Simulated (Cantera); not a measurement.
A perfectly stirred reactor is fed with 21.2 % H2, 16.5 % O2, 62.3 % N2, equivalence ratio 0.64, at 38000 Pa; it is adiabatic with a 375 K inlet, and is followed from long to short residence time, starting on the burning branch (τ in s: 0.092, 0.04, 0.017, 0.0076, 0.0033, 0.0014, 0.00063, 0.00027, 0.00012, 5.2e-05).

Computed with Cantera and the H2/O2 subset of GRI-Mech 3.0, which has no nitrogen chemistry.

**Question.** Predict: blow-out, bracketed by the residence times tried; x(H2) at τ = 92.0 ms; x(O2) at τ = 92.0 ms; x(OH) at τ = 92.0 ms; x(O) at τ = 92.0 ms; x(HO2) at τ = 92.0 ms; x(H2) at τ = 1.40 ms; x(O2) at τ = 1.40 ms; x(OH) at τ = 1.40 ms; x(O) at τ = 1.40 ms; x(HO2) at τ = 1.40 ms.

**Answer.** 
- blow-out, bracketed by the residence times tried: burning at 0.120 ms, out at 52.0 µs
- x(H2) at τ = 92.0 ms: 0.00124
- x(O2) at τ = 92.0 ms: 0.0655
- x(OH) at τ = 92.0 ms: 0.00470
- x(O) at τ = 92.0 ms: 0.000776
- x(HO2) at τ = 92.0 ms: 1.88e-6
- x(H2) at τ = 1.40 ms: 0.0121
- x(O2) at τ = 1.40 ms: 0.0673
- x(OH) at τ = 1.40 ms: 0.0105
- x(O) at τ = 1.40 ms: 0.00791
- x(HO2) at τ = 1.40 ms: 1.20e-5
